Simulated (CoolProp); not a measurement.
20 sccm (0 °C, 1 atm) of nitrogen bubbles through liquid ethanol at 321.5 K and leaves saturated at a total pressure of 0.15 MPa (ideal gas phase). Each further row changes one setting.

Computed with CoolProp (reference Helmholtz-energy equation of state, Schroeder 2014).

```tsv
case	vapour pressure (kPa)	mole fraction of vapour	delivery (mg/min)	delivery (sccm)	change of delivery for a bath 1 K warmer (%)
as stated	27.2	0.181	9.09	4.42	6.1
bath temperature 326.5 K	___	0.230	12.3	5.97	___
total pressure 0.3 MPa	27.2	0.0905	4.09	___	5.5
```

### Question
Fill in the missing entries.

### Answer

- bath temperature 326.5 K, vapour pressure (kPa): 34.5
- bath temperature 326.5 K, change of delivery for a bath 1 K warmer (%): 6.3
- total pressure 0.3 MPa, delivery (sccm): 1.99
